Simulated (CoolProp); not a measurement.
Vapour-liquid equilibrium of R113 (1) + n-heptane (2) at 48.95 °C; x and y are mole fractions of (1).

Values from CoolProp's multi-fluid Helmholtz-energy mixture model, Marx 1992 and Span 2003; pair parameters Bell 2016.

```
x      bubble pressure (bar)  y at the bubble point  dew pressure at overall composition x (bar)  liquid density (mol/L)
-----  ---------------------  ---------------------  -------------------------------------------  ----------------------
0.05                  0.2395                  0.279                                       0.1891                   6.637
0.125                 0.3245                  0.506                                       0.2031                   6.729
0.2                   0.4051                  0.634                                       0.2194                   6.823
0.275                 0.4807                      …                                       0.2384                   6.920
0.35                  0.5515                  0.774                                       0.2610                   7.019
0.425                 0.6178                  0.818                                       0.2882                       …
0.5                   0.6802                  0.852                                            …                   7.226
0.575                 0.7394                  0.880                                       0.3637                   7.334
0.65                  0.7963                  0.904                                       0.4180                   7.446
0.725                 0.8519                  0.926                                       0.4901                   7.562
0.8                   0.9071                  0.947                                       0.5893                   7.683
0.875                 0.9629                  0.967                                       0.7285                   7.809
0.95                   1.020                  0.986                                       0.9162                   7.940
```

What belongs in the gaps?


- 0.275, y at the bubble point: 0.716
- 0.425, liquid density (mol/L): 7.121
- 0.5, dew pressure at overall composition x (bar): 0.3217

No azeotrope shows between x = 0.05 and 0.95.

The pair parameters rest on a limited set of measurements; away from them the model extrapolates.
